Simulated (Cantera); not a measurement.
Feed: 1 mol FeS₂, 460 mol H₂, 1.9 mol N₂, equilibrated at 827 °C and 1500 Pa.

Equilibrium computed with Cantera from the NASA thermochemical tables; the gas is ideal and each condensed phase is pure. Candidate condensed phases: Fe, FeS, FeS₂, S; 16 gas species. Mutual solubility and eutectic melting of coexisting phases are not modelled. FeS: taken at fixed stoichiometry. Equilibrium is a limit: real reactors are often held back by kinetics, nucleation or transport.

Base state: H₂ 0.994, N₂ 0.00411, H₂S 0.00227 (mole fractions); condensed: Fe(α) + FeS(s).

**Question.** What changes in the equilibrium state with this change: temperature from 827 °C to 1227 °C?

**Answer.** 
```csv
species,before,after
H₂,0.994,0.991
N₂,0.00411,0.00411
H₂S,0.00227,0.00401
SH,6.78e-7,0.000147
H,2.10e-7,0.000143
S₂,1.35e-7,8.28e-5
"Fe(α), mol",0.0484,0
"FeS(s), mol",0.952,0
"Fe(γ), mol",0,0.995
```

**Question.** What changes in the equilibrium state with this change: FeS₂ replaced by Cr₂O₃?

**Answer.** 
| species | before | after |
|---|---|---|
| H₂ | 0.994 | 0.996 |
| N₂ | 0.00411 | 0.00411 |
| H₂O | 0 | 3.32e-5 |
| H₂S | 0.00227 | 0 |
| Fe(α), mol | 0.0484 | 0 |
| FeS(s), mol | 0.952 | 0 |
| Cr₂N(s), mol | 0 | 0.00511 |
| Cr₂O₃(s), mol | 0 | 0.995 |
Further candidate phases: Cr, CrN, Cr₂N, Cr₂O₃, H₂O.

**Question.** What changes in the equilibrium state with this change: H₂ from 460 to 3.1 mol?

**Answer.** 
| species | before | after |
|---|---|---|
| H₂ | 0.994 | 0.428 |
| N₂ | 0.00411 | 0.378 |
| H₂S | 0.00227 | 0.189 |
| S₂ | 1.35e-7 | 0.00504 |
| SH | 6.78e-7 | 8.60e-5 |
| Fe(α), mol | 0.0484 | 0 |
| FeS(s), mol | 0.952 | 1.00 |
Gases not in the tables: S₃ to S₇.
